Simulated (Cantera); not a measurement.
Charge: 1 mol AlI₃, 0.44 mol H₂O, 3.6 mol N₂, held at 17.0 Pa.

Cantera equilibrium calculation (NASA polynomials, part measured and part estimated; ideal gas, pure solids and liquids). Candidate condensed phases: Al, AlI₃, AlN, Al₂O₃, H₂O, I₂; 41 gas species. Mutual solubility and eutectic melting of coexisting phases are not modelled. Condensed phases not in the tables: aluminium oxynitride. Rates play no part.

Q: What share of the Al ends up in condensed phases as a function of T (K), at 723, 823, 923, 1023, 1123, 1223, 1323, 1423, 1523, 1623, 1723, 1823, 1923, 2023?

A: 
```json
[
 {"T (K)": "723", "Al condensed (%)": "49.6", "as": "AlN(s) + Al₂O₃(s)"},
 {"T (K)": "823", "Al condensed (%)": "54.2", "as": "AlN(s) + Al₂O₃(s)"},
 {"T (K)": "923", "Al condensed (%)": "73.0", "as": "AlN(s) + Al₂O₃(s)"},
 {"T (K)": "1023", "Al condensed (%)": "92.0", "as": "AlN(s) + Al₂O₃(s)"},
 {"T (K)": "1123", "Al condensed (%)": "98.4", "as": "AlN(s) + Al₂O₃(s)"},
 {"T (K)": "1223", "Al condensed (%)": "99.2", "as": "AlN(s) + Al₂O₃(s)"},
 {"T (K)": "1323", "Al condensed (%)": "96.0", "as": "AlN(s) + Al₂O₃(s)"},
 {"T (K)": "1423", "Al condensed (%)": "79.5", "as": "AlN(s) + Al₂O₃(s)"},
 {"T (K)": "1523", "Al condensed (%)": "29.3", "as": "Al₂O₃(s)"},
 {"T (K)": "1623", "Al condensed (%)": "29.3", "as": "Al₂O₃(s)"},
 {"T (K)": "1723", "Al condensed (%)": "29.2", "as": "Al₂O₃(s)"},
 {"T (K)": "1823", "Al condensed (%)": "28.5", "as": "Al₂O₃(s)"},
 {"T (K)": "1923", "Al condensed (%)": "26.5", "as": "Al₂O₃(s)"},
 {"T (K)": "2023", "Al condensed (%)": "23.8", "as": "Al₂O₃(s)"}
]
```
